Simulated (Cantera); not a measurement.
Input: 1 mol Fe(CO)5, 0.41 mol H2, held at 0.000330 bar.

Method: chemical equilibrium by Gibbs-energy minimisation in Cantera with the NASA 1993 tables (ideal gas, pure condensed phases). Candidate condensed phases: C, C6H6, C7H8, C8H18, Fe, Fe(CO)5, FeO, Fe(OH)2, Fe(OH)3, Fe2O3, Fe3O4, H2O; 114 gas species. Kinetics and transport are ignored.

x: gas mole fraction; n: condensed amount in mol.

```
T (K)   x CO    x H2      x Fe       x H  n Fe(α)  n Fe(γ)
-----  -----  ------  --------  --------  -------  -------
1100   0.924  0.0758   3.82e-9   3.92e-7     1.00        0
1150   0.924  0.0758   2.60e-8   1.13e-6     1.00        0
1200   0.924  0.0758   1.50e-7   2.99e-6        0    1.000
1250   0.924  0.0758   7.51e-7   7.33e-6        0    1.000
1300   0.924  0.0758   3.31e-6   1.68e-5        0    1.000
1350   0.924  0.0758       ___       ___        0    1.000
1400   0.924  0.0757       ___       ___        0    1.000
1450   0.924  0.0757  0.000151  0.000143        0    0.999
```

Q: Some entries are withheld; supply them.

A: 
- 1350, x Fe: 1.30e-5
- 1350, x H: 3.61e-5
- 1400, x Fe: 4.64e-5
- 1400, x H: 7.37e-5
